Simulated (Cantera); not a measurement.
An isothermal, constant-pressure homogeneous reactor starts with C₂H₆ : N₂ = 1 : 33 (molar parts), at 1850 K and 0.133 bar.

Model: GRI-Mech 3.0 (53 species, 325 reactions), integrated in Cantera. GRI-Mech 3.0 stops at C3 and has no aromatics, soot or wall deposition, so with more carbon than oxygen in the feed, carbon stays in small species such as C2H2 where larger ones or solid carbon would form.

**Question.** Predict: x(H) at 1.00 s; x(C₂H₂) at 1.00 s; x(H₂) at 1.00 s; x(C₂H) at 1.00 s.

**Answer.** 
```json
{
 "x(H) at 1.00 s": "0.000348 (gas-phase equilibrium 0.000350)",
 "x(C₂H₂) at 1.00 s": "0.0277 (gas-phase equilibrium 0.00551)",
 "x(H₂) at 1.00 s": "0.0553 (gas-phase equilibrium 0.0554)",
 "x(C₂H) at 1.00 s": "1.87e-6 (gas-phase equilibrium 3.74e-7)"
}
```
